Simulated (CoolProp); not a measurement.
Vapour-liquid equilibrium of dimethyl ether (1) + R227EA (2) at 0.963 bar; x and y are mole fractions of (1).

Computed with CoolProp (multi-fluid Helmholtz-energy mixture model, Wu 2011 and Lemmon 2016; pair parameters Bell 2016).

**Question.** Give the bubble temperature and the first vapour's composition at x = 0.5, 0.875, 0.95. Is there an azeotrope?

**Answer.** x = 0.5: -14.8 °C, y = 0.627; x = 0.875: -23.6 °C, y = 0.959; x = 0.95: -25.0 °C, y = 0.986. y crosses x between x = 0.275 and 0.35: the model has an azeotrope there.

Pair parameters are fitted to limited data, so mixtures are less certain than the pure fluids.
